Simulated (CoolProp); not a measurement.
Saturation properties of R124 (Tc = 395.4 K, pc = 36.24 bar, ω = 0.288).

The numbers come from the reference Helmholtz-energy equation of state, de Vries 1995 in CoolProp.

| T (K) | p (bar) | liquid density (kg/m³) | vapour density (kg/m³) |
|---|---|---|---|
| 216.9 | 0.09997 | 1599 | 0.7628 |
| 228.6 | 0.2047 | 1567 | 1.490 |
| 240.3 | 0.3857 | 1534 | 2.693 |
| 252 | 0.6782 | 1501 | 4.566 |
| 263.7 | ___ | ___ | 7.340 |
| 275.4 | 1.773 | 1430 | 11.29 |
| 287.1 | 2.680 | 1392 | 16.74 |
| 298.8 | 3.904 | 1353 | 24.09 |
| 310.5 | 5.510 | 1311 | 33.85 |
| 322.2 | 7.569 | 1267 | 46.65 |
| 333.9 | 10.15 | ___ | 63.43 |
| 345.6 | 13.34 | 1165 | 85.52 |

Task: Complete the blanks.

Result: 
- 263.7, p (bar): 1.124
- 263.7, liquid density (kg/m³): 1466
- 333.9, liquid density (kg/m³): 1219

It boils at 261.2 K under 1 atm.
